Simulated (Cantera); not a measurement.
What does this Cantera script print?

```python
import numpy as np
import cantera as ct

gas = ct.Solution("gri30.yaml")
gas.TPX = 1975, 4400, {'C2H6': 0.14, 'N2': 110}
reactor = ct.IdealGasConstPressureReactor(gas, energy="off", clone=False)
net = ct.ReactorNet([reactor])
net.rtol, net.atol = 1e-08, 1e-18
show = ['C2H6', 'H2', 'C2H', 'C2H4', 'CH4', 'CH3', 'H']
times = np.geomspace(0.0004, 10, 9)

steps = ct.SolutionArray(gas, extra=["t"])
rows = []
print(f"{'t/s':>10s}{'T/K':>9s}{'P/Pa':>11s}" + "".join(f"{s:>11s}" for s in show))
for t in times:
    while net.time < t:
        t_next = net.step()
        steps.append(gas.state, t=t_next)
    rows.append([np.interp(t, steps.t, y) for y in (steps.T, steps.P, *steps(*show).X.T)])
    print(f"{t:10.3e}{rows[-1][0]:9.1f}{rows[-1][1]:11.4g}" + "".join(f"{x:11.3e}" for x in rows[-1][2:]))
rate = np.gradient(steps.T, steps.t)
print("integrator steps:", len(steps.t))
if steps.T.max() > steps.T[0] + 200:
    print(f"time of steepest temperature rise: {steps.t[rate.argmax()]:.4e} s")
gas.TPX = 1975, 4400, {'C2H6': 0.14, 'N2': 110}
gas.equilibrate("TP")
print(f"equilibrium (TP): T = {gas.T:.1f} K  " + "  ".join(f"{s} {gas[s].X[0]:.3e}" for s in show))
```

Result:

```
       t/s      T/K       P/Pa       C2H6         H2        C2H       C2H4        CH4        CH3          H
 4.000e-04   1975.0       4400  1.788e-06  4.971e-04  1.248e-06  3.198e-04  5.507e-05  1.394e-03  4.516e-04
 1.418e-03   1975.0       4400  8.932e-08  1.750e-03  3.559e-06  1.263e-04  8.453e-05  3.389e-04  3.934e-04
 5.030e-03   1975.0       4400  2.296e-09  2.296e-03  2.193e-06  4.307e-06  3.676e-05  5.461e-05  2.559e-04
 1.784e-02   1975.0       4400  3.528e-11  2.415e-03  1.771e-06  6.082e-08  4.900e-06  6.760e-06  2.140e-04
 6.325e-02   1975.0       4400  3.018e-14  2.428e-03  1.757e-06  1.037e-09  1.208e-07  1.985e-07  2.134e-04
 2.243e-01   1975.0       4400  4.920e-15  2.426e-03  1.810e-06  9.791e-10  4.446e-08  8.032e-08  2.197e-04
 7.953e-01   1975.0       4400  6.454e-16  2.420e-03  1.923e-06  9.660e-10  1.513e-08  2.908e-08  2.329e-04
 2.820e+00   1975.0       4400  4.820e-17  2.404e-03  2.200e-06  9.556e-10  3.461e-09  7.582e-09  2.647e-04
 1.000e+01   1975.0       4400  8.870e-18  2.382e-03  2.601e-06  9.428e-10  8.015e-10  2.065e-09  3.102e-04
integrator steps: 1222
equilibrium (TP): T = 1975.0 K  C2H6 6.498e-19  H2 2.378e-03  C2H 3.159e-08  C2H4 1.104e-11  CH4 3.345e-10  CH3 8.906e-10  H 3.205e-04
```

Cantera simulation using GRI-Mech 3.0 (53 species, 325 reactions); the numbers are that mechanism's predictions, not measurements. GRI-Mech 3.0 stops at C3 and has no aromatics, soot or wall deposition, so with more carbon than oxygen in the feed, carbon stays in small species such as C2H2 where larger ones or solid carbon would form. Radical loss at walls, strong at low pressure, is not modelled.
